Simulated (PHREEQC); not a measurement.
Make-up at 25 °C: 0.0072 mol KH2PO4, 0.019 mol H2SO4 and 9.6e-05 mol H4SiO4 per kg of water. Closed to the air; pH follows from the charge balance.

Equilibrium calculation in PHREEQC: ion-association model, wateq4f.dat.

No solid was allowed to form.

Task: Order these S species by the share of S that they hold, largest first: SO4-2, KSO4-, HSO4-.

Result: HSO4- (53 %), SO4-2 (46 %), KSO4- (1.1 %)

The pH is 1.70 and the ionic strength 0.0387 mol/kgw. H3PO4, which wateq4f.dat lacks, is added to it with the constant of phreeqc.dat.
